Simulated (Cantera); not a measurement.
Input (Python, Cantera) and output of one run.

```python
import numpy as np
import cantera as ct

gas_names = """
    C CO COS CO2 CS CS2 C2 C2O C3 C3O2 C4 C5 Fe FeC5O5 FeO O O2 O3 S SO SO2 SO3 S2 S2O S8
""".split()
cond_names = """
    C(gr) Fe(a) Fe(c) Fe(d) Fe(L) FeC5O5(L) FeO(s) FeO(L) FeS(a) FeS(b) FeS(c) FeS(L) FeSO4(s) FeS2(s)
    Fe2O3(s) Fe2S3O12(s) Fe3O4(s) S(cr1) S(cr2) S(L)
""".split()


# ... load() reads the species with a 1 bar reference pressure and builds the phases ...
atoms = {
    'FeS2': {'Fe': 1, 'S': 2},
    'SO3': {'S': 1, 'O': 3},
    'CO2': {'C': 1, 'O': 2},
}
top_T = {'C(gr)': 4500, 'FeSO4(s)': 950, 'FeS2(s)': 1010, 'Fe2O3(s)': 1830, 'Fe2S3O12(s)': 1100, 'Fe3O4(s)': 1870}  # K; cautious upper limits of use, not melting points


# ... equilibrate(T, P, feed) seeds the gas with the atoms and calls Mixture.equilibrate('TP', solver="vcs", rtol=1e-11, max_steps=5000) ...
results = []
feed = {'FeS2': 1, 'SO3': 2.2, 'CO2': 1.4}  # mol
T = 1573.15  # K
for P in [1000, 2600, 6700, 17000, 45000, 120000, 300000, 770000, 2000000]:
    mix = equilibrate(T, P, feed)
    results.append((T, P, feed, dict(zip(mix.species_names, mix.species_moles))))

top = {s: max(r[3][s] / sum(r[3][g] for g in gas_names) for r in results) for s in gas_names}
cols = sorted((s for s in top if top[s] > 1e-06), key=lambda s: -top[s])[:5]
seen = [c for c in cond_names if any(r[3].get(c, 0) > 1e-12 for r in results)]
print("log10 of partial pressures in bar; condensed amounts in mol")
print(f"{'P/Pa':>10s}" + "".join(f"{s[:9]:>10s}" for s in cols + seen))
for T, P, feed, n in results:
    ng = sum(n[g] for g in gas_names)
    print(f"{P:10.4g}" + "".join(f"{np.log10(max(n[s] / ng * P / 1e5, 1e-99)):10.3f}" for s in cols)
          + "".join(f"{n.get(c, 0):10.4g}" for c in seen))
```

Result:

```
log10 of partial pressures in bar; condensed amounts in mol
      P/Pa       SO2       CO2        S2        CO        SO    FeO(s)    FeS(L)  Fe3O4(s)
      1000    -2.231    -2.706    -2.950    -3.088    -3.722         1         0         0
      2600    -1.817    -2.262    -2.520    -2.744    -3.408         1         0         0
      6700    -1.408    -1.827    -2.096    -2.408    -3.097         1         0         0
   1.7e+04    -1.005    -1.403    -1.683    -2.081    -2.793         1         0         0
   4.5e+04    -0.584    -0.963    -1.253    -1.745    -2.475         1         0         0
   1.2e+05    -0.142    -0.515    -0.920    -1.434    -2.171    0.8184    0.1816         0
     3e+05     0.272    -0.099    -0.644    -1.156    -1.895    0.6388    0.3612         0
   7.7e+05     0.693     0.324    -0.363    -0.873    -1.614       0.5       0.5         0
     2e+06     1.114     0.752    -0.069    -0.582    -1.330         0    0.6389    0.1204
```

These are equilibrium values from Cantera (NASA tables, ideal gas, pure condensed phases), not measurements of a reactor. Metal and sulfide melt together well below either melting point, which pure phases cannot show. Mutual solubility and eutectic melting of coexisting phases are not modelled. The tables' stoichiometric FeO is somewhat more stable than real wüstite, so its field is too wide. FeO, FeS: taken at fixed stoichiometry.
